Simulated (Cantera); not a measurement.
A closed system holds: 1 mol B, 5.5 mol H2O, held at 1998.15 K and 1.33 mbar.

Method: chemical equilibrium by Gibbs-energy minimisation in Cantera with the NASA 1993 tables (ideal gas, pure condensed phases). Candidate condensed phases: B, B2O3, B3O3H3, H2O; 23 gas species. Equilibrium is a limit: real reactors are often held back by kinetics, nucleation or transport.

What is the equilibrium state?


- x(H2O) = 0.573
- x(H2) = 0.239
- x(HBO2) = 0.153
- x(H) = 0.0215
- x(OH) = 0.00513
- x(B2O3) = 0.00426
- x(BO2) = 0.00166
- x(BO) = 0.000461
- x(HBO) = 0.000353
- gas amount = 6.092 mol
- log10 activity of B(s) (absent) = -7.75
- log10 activity of B3O3H3(s) (absent) = -22.97
